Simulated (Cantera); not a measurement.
A perfectly stirred reactor is fed with CH₄ : H₂ : CO₂ = 0.0036 : 1 : 0.0035 (molar parts), at 0.0150 bar; it is held at 2350 K, and followed from long to short residence time.

Model: GRI-Mech 3.0 (53 species, 325 reactions), integrated in Cantera. Radical loss at walls, strong at low pressure, is not modelled.

Task: What does this change do: pressure from 0.0150 bar to 0.0690 bar?

Result: 
```tsv
quantity	before	after
x(CH₄) at τ = 2.00 s	1.83e-5	2.50e-5
x(H₂) at τ = 2.00 s	0.917	0.948
x(CO₂) at τ = 2.00 s	1.07e-6	6.75e-7
x(C₂H) at τ = 2.00 s	1.24e-6	6.00e-7
x(OH) at τ = 2.00 s	7.72e-6	3.64e-6
x(CH₄) at τ = 0.120 s	0.000369	0.000142
x(H₂) at τ = 0.120 s	0.962	0.957
x(CO₂) at τ = 0.120 s	2.12e-5	5.11e-6
x(C₂H) at τ = 0.120 s	1.76e-6	1.54e-6
x(OH) at τ = 0.120 s	1.44e-5	1.12e-5
```

Task: What does this change do: temperature 2350 to 2548 K?

Result: 
| quantity | before | after |
|---|---|---|
| x(CH₄) at τ = 2.00 s | 1.83e-5 | 1.80e-6 |
| x(H₂) at τ = 2.00 s | 0.917 | 0.799 |
| x(CO₂) at τ = 2.00 s | 1.07e-6 | 2.78e-7 |
| x(C₂H) at τ = 2.00 s | 1.24e-6 | 1.92e-6 |
| x(OH) at τ = 2.00 s | 7.72e-6 | 7.21e-6 |
| x(CH₄) at τ = 0.120 s | 0.000369 | 9.59e-5 |
| x(H₂) at τ = 0.120 s | 0.962 | 0.924 |
| x(CO₂) at τ = 0.120 s | 2.12e-5 | 7.25e-6 |
| x(C₂H) at τ = 0.120 s | 1.76e-6 | 4.51e-6 |
| x(OH) at τ = 0.120 s | 1.44e-5 | 2.69e-5 |
